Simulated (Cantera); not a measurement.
A closed system holds: 1 mol C₂H₄, 3.6 mol H₂O, at 0.220 bar.

Method: chemical equilibrium by Gibbs-energy minimisation in Cantera with the NASA 1993 tables (ideal gas, pure condensed phases). Candidate condensed phases: C, C₆H₆, C₇H₈, C₈H₁₈, H₂O; 110 gas species. Rates play no part. All values below are at 2775 K.

Base state: H₂ 0.460, CO 0.234, H₂O 0.172, H 0.108, CO₂ 0.0127, OH 0.0111, O 0.00165, O₂ 0.000247 (mole fractions); condensed: gas only.

Task: What changes in the equilibrium state with this change: C₂H₄ replaced by C₃H₈?

Result: 
| species | before | after |
|---|---|---|
| H₂ | 0.460 | 0.565 |
| CO | 0.234 | 0.262 |
| H | 0.108 | 0.120 |
| H₂O | 0.172 | 0.0468 |
| OH | 0.0111 | 0.00273 |
| CO₂ | 0.0127 | 0.00315 |
| O₂ | 0.000247 | 1.22e-5 |
| O | 0.00165 | 0.000366 |

Task: What changes in the equilibrium state with this change: H₂O from 3.6 to 1.2 mol?

Result: 
| species | before | after |
|---|---|---|
| H₂ | 0.460 | 0.601 |
| CO | 0.234 | 0.256 |
| H | 0.108 | 0.124 |
| H₂O | 0.172 | 4.47e-7 |
| C₂H₂ (acetylene) | <1e-9 | 0.0184 |
| CO₂ | 0.0127 | 2.75e-8 |
| OH | 0.0111 | 2.53e-8 |
| O | 0.00165 | 3.29e-9 |
| C₂H | <1e-9 | 0.000459 |
| O₂ | 0.000247 | <1e-9 |
| C₄H₂ | <1e-9 | 0.000235 |
| C₃ | <1e-9 | 0.000105 |
| C(graphite), mol | 0 | 0.616 |
